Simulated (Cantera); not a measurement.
A closed system holds: 1 mol HBr, 0.42 mol H2O, a varied amount of O2, equilibrated at 1373 K and 19500 Torr.

These are equilibrium values from Cantera (NASA tables, ideal gas, pure condensed phases), not measurements of a reactor. Candidate condensed phases: Br2, H2O; 12 gas species. Kinetics and transport are ignored.

log p: log10 of the partial pressure in bar; nothing condenses.

```tsv
n(O2) (mol)	log p H2O	log p O2	log p HBr	log p Br2	log p Br
0.1	1.05	-4.40	1.04	0.55	-0.57
0.15	1.12	-3.21	0.86	0.72	-0.48
0.22	1.19	-0.97	0.41	0.88	-0.41
0.32	1.18	___	___	0.89	-0.40
0.46	1.14	0.55	0.00	0.85	-0.42
0.68	1.09	___	___	0.80	-0.44
1	1.02	0.96	-0.22	0.74	-0.48
1.5	0.94	1.09	-0.34	0.65	-0.52
```

Problem. Some entries are withheld; supply them.

Solution. 
- 0.68, log p O2: 0.79
- 0.68, log p HBr: -0.11
- 0.32, log p O2: 0.18
- 0.32, log p HBr: 0.12
